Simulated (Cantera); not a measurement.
# Thermodynamics of carbothermic reduction, feed MgO + CH4 + CO

Feed: 1 mol MgO, 3.4 mol CH4, 0.068 mol CO, held at 100 Torr.

Equilibrium computed with Cantera from the NASA thermochemical tables; the gas is ideal and each condensed phase is pure. Candidate condensed phases: C, C6H6, C7H8, C8H18, H2O, Mg, MgCO3, MgO, Mg(OH)2; 116 gas species. The tables' values for MgH are old estimates; treat these amounts as uncertain. Equilibrium is a limit: real reactors are often held back by kinetics, nucleation or transport.

From 1075 °C to 1375 °C the condensed part is C(graphite) + MgO(s). From 1450 °C to 1750 °C the condensed part is C(graphite). The main Mg-bearing gas is Mg throughout.

```json
[
 {"T (°C)": "1075", "x H2": "0.989", "x CO": "0.00991", "x Mg": "1.21e-5", "x H": "6.30e-6", "x CH4": "0.000761", "x C2H2 (acetylene)": "1.19e-6", "x MgH": "3.79e-8", "n C(graphite)": "3.39", "n MgO(s)": "1.000"},
 {"T (°C)": "1150", "x H2": "0.989", "x CO": "0.0101", "x Mg": "0.000221", "x H": "1.81e-5", "x CH4": "0.000497", "x C2H2 (acetylene)": "3.40e-6", "x MgH": "7.59e-7", "n C(graphite)": "3.40", "n MgO(s)": "0.998"},
 {"T (°C)": "1225", "x H2": "0.985", "x CO": "0.0124", "x Mg": "0.00249", "x H": "4.67e-5", "x CH4": "0.000335", "x C2H2 (acetylene)": "8.68e-6", "x MgH": "9.31e-6", "n C(graphite)": "3.38", "n MgO(s)": "0.983"},
 {"T (°C)": "1300", "x H2": "0.962", "x CO": "0.0236", "x Mg": "0.0139", "x H": "0.000109", "x CH4": "0.000226", "x C2H2 (acetylene)": "1.99e-5", "x MgH": "5.55e-5", "n C(graphite)": "3.30", "n MgO(s)": "0.901"},
 {"T (°C)": "1375", "x H2": "0.893", "x CO": "0.0578", "x Mg": "0.0486", "x H": "0.000230", "x CH4": "0.000142", "x C2H2 (acetylene)": "3.99e-5", "x MgH": "0.000201", "n C(graphite)": "3.03", "n MgO(s)": "0.628"},
 {"T (°C)": "1450", "x H2": "0.766", "x CO": "0.120", "x Mg": "0.112", "x H": "0.000437", "x CH4": "7.87e-5", "x C2H2 (acetylene)": "6.93e-5", "x MgH": "0.000458", "n C(graphite)": "2.40", "n MgO(s)": "0"},
 {"T (°C)": "1525", "x H2": "0.766", "x CO": "0.120", "x Mg": "0.112", "x H": "0.000844", "x CH4": "6.06e-5", "x C2H2 (acetylene)": "0.000132", "x MgH": "0.000485", "n C(graphite)": "2.40", "n MgO(s)": "0"},
 {"T (°C)": "1600", "x H2": "0.765", "x CO": "0.120", "x Mg": "0.112", "x H": "0.00155", "x CH4": "4.76e-5", "x C2H2 (acetylene)": "0.000239", "x MgH": "0.000512", "n C(graphite)": "2.40", "n MgO(s)": "0"},
 {"T (°C)": "1675", "x H2": "0.764", "x CO": "0.120", "x Mg": "0.112", "x H": "0.00270", "x CH4": "3.81e-5", "x C2H2 (acetylene)": "0.000412", "x MgH": "0.000538", "n C(graphite)": "2.39", "n MgO(s)": "0"},
 {"T (°C)": "1750", "x H2": "0.762", "x CO": "0.120", "x Mg": "0.112", "x H": "0.00454", "x CH4": "3.09e-5", "x C2H2 (acetylene)": "0.000681", "x MgH": "0.000562", "n C(graphite)": "2.39", "n MgO(s)": "0"}
]
```
x: gas mole fraction; n: condensed amount in mol.
